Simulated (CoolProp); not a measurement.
1-butene along the isobar 5.8 MPa: Z from the reference equation and from simpler models built on Tc = 419.3 K, pc = 4.006 MPa, ω = 0.192; each cubic takes its own stable root.

The numbers come from the reference Helmholtz-energy equation of state, Lemmon 2005 in CoolProp. It is a short technical equation, of lower accuracy than the large ones.

```
T (K)   phase  reference  van der Waals  Redlich-Kwong  Soave-Redlich-Kwong  Peng-Robinson
-----  ------  ---------  -------------  -------------  -------------------  -------------
179.9  liquid     0.3010         0.4891         0.3310               0.3288         0.2931
193.7  liquid     0.2851         0.4609         0.3126               0.3099         0.2760
207.5  liquid     0.2715         0.4368         0.2970               0.2939         0.2615
221.3  liquid     0.2599         0.4161         0.2839               0.2803         0.2492
235.2  liquid     0.2498         0.3981         0.2726               0.2686         0.2387
249    liquid     0.2412         0.3828         0.2632               0.2588         0.2298
262.8  liquid     0.2338         0.3695         0.2554               0.2506         0.2223
276.6  liquid     0.2274         0.3580         0.2489               0.2438         0.2161
290.4  liquid     0.2221         0.3483         0.2437               0.2383         0.2112
304.2  liquid     0.2178         0.3401         0.2398               0.2341         0.2073
```
